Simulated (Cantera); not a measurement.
A closed system holds: 1 mol PbO, 1.1 mol N2, held at 1000 K and 32.0 Pa.

Method: chemical equilibrium by Gibbs-energy minimisation in Cantera with the NASA 1993 tables (ideal gas, pure condensed phases). Candidate condensed phases: Pb, PbO, PbO2, Pb3O4; 12 gas species. Rates play no part.

Base state: N2 0.999, PbO 0.000952, Pb 0.000178, O2 8.87e-5 (mole fractions); condensed: PbO(yellow).

Problem. What changes in the equilibrium state with this change: PbO replaced by Hg?

Solution. 
```csv
species,before,after
N2,0.999,0.524
Hg,0,0.476
PbO,0.000952,0
Pb,0.000178,0
O2,8.87e-5,0
"PbO(yellow), mol",0.999,0
```
Further candidate phases: Hg.

Problem. What changes in the equilibrium state with this change: PbO replaced by Fe(CO)5?

Solution. 
| species | before | after |
|---|---|---|
| CO | 0 | 0.820 |
| N2 | 0.999 | 0.180 |
| CO2 | 0 | 0.000122 |
| PbO | 0.000952 | 0 |
| Pb | 0.000178 | 0 |
| O2 | 8.87e-5 | <1e-9 |
| PbO(yellow), mol | 0.999 | 0 |
| C(graphite), mol | 0 | 0.000744 |
| Fe(α), mol | 0 | 1.00 |
Condensed phases not in the tables: cementite and carbon dissolved in iron. Further candidate phases: C, Fe, Fe(CO)5, FeO, Fe2O3, Fe3O4.
